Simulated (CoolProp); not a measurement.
A simple Rankine cycle with vinyl chloride: condensing at 302.15 K, boiler at 2.54 MPa, turbine inlet 429 K, turbine efficiency 0.85, pump efficiency 0.8, no recuperator. Each further row changes one setting.

Model: reference Helmholtz-energy equation of state, Thol 2022, in CoolProp.

| case | thermal efficiency (%) | net work (kJ/kg) | heat in (kJ/kg) | turbine exit temperature (K) | volume ratio over the turbine |
|---|---|---|---|---|---|
| as stated | 15.1 | 63.4 | 420 | 340.6 | 5.13 |
| condensing temperature 294.15 K | 16.6 | 71.6 | 432 | 330.4 | 6.37 |
| boiler pressure 1.78 MPa | 12.6 | 54.5 | 431 | 361.1 | 3.62 |
| turbine efficiency 0.75 | 13.3 | 55.6 | 420 | 348.5 | 5.27 |
